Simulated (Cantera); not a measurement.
An adiabatic, constant-pressure homogeneous reactor starts with CH4 : O2 : N2 = 1 : 2.9 : 10.9 (molar parts), equivalence ratio 0.69, at 1200 K and 620000 Pa. Integrator tolerance rtol = 1e-08.

Model: GRI-Mech 3.0 (53 species, 325 reactions), integrated in Cantera.

What does this change do: 0.38 parts CO2 added?


| quantity | before | after |
|---|---|---|
| time of steepest temperature rise | 6.66 ms | 6.88 ms |
| temperature at 0.300 s | 2483 K | 2441 K |
| equilibrium temperature | 2483 K | 2441 K |
| x(CH4) at 0.300 s | <1e-12 (gas-phase equilibrium <1e-12) | <1e-12 (gas-phase equilibrium <1e-12) |
| x(O2) at 0.300 s | 0.0551 (gas-phase equilibrium 0.0551) | 0.0545 (gas-phase equilibrium 0.0545) |
| x(CO) at 0.300 s | 0.00367 (gas-phase equilibrium 0.00367) | 0.00401 (gas-phase equilibrium 0.00401) |
| x(C2H4) at 0.300 s | <1e-12 (gas-phase equilibrium <1e-12) | <1e-12 (gas-phase equilibrium <1e-12) |
| x(C2H) at 0.300 s | <1e-12 (gas-phase equilibrium <1e-12) | <1e-12 (gas-phase equilibrium <1e-12) |
| x(CH2) at 0.300 s | <1e-12 (gas-phase equilibrium <1e-12) | <1e-12 (gas-phase equilibrium <1e-12) |

What does this change do: 0.62 parts H2 added?


| quantity | before | after |
|---|---|---|
| time of steepest temperature rise | 6.66 ms | 0.402 ms |
| temperature at 0.300 s | 2483 K | 2618 K |
| equilibrium temperature | 2483 K | 2618 K |
| x(CH4) at 0.300 s | <1e-12 (gas-phase equilibrium <1e-12) | <1e-12 (gas-phase equilibrium <1e-12) |
| x(O2) at 0.300 s | 0.0551 (gas-phase equilibrium 0.0551) | 0.0356 (gas-phase equilibrium 0.0356) |
| x(CO) at 0.300 s | 0.00367 (gas-phase equilibrium 0.00367) | 0.00819 (gas-phase equilibrium 0.00819) |
| x(C2H4) at 0.300 s | <1e-12 (gas-phase equilibrium <1e-12) | <1e-12 (gas-phase equilibrium <1e-12) |
| x(C2H) at 0.300 s | <1e-12 (gas-phase equilibrium <1e-12) | <1e-12 (gas-phase equilibrium <1e-12) |
| x(CH2) at 0.300 s | <1e-12 (gas-phase equilibrium <1e-12) | <1e-12 (gas-phase equilibrium <1e-12) |
